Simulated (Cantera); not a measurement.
Feed: 1 mol Si, a varied amount of NF3, at 502 °C and 0.000120 bar.

Equilibrium computed with Cantera from the NASA thermochemical tables; the gas is ideal and each condensed phase is pure. Candidate condensed phases: Si, Si3N4; 16 gas species. The numbers say what is thermodynamically allowed, not how fast it happens.

Task: At 5.2 mol NF3, list the 4 most abundant gas species with their mole fractions, and the condensed phases.

Result: F2 0.367, F 0.309, N2 0.234, SiF4 0.0900. Condensed: gas only.
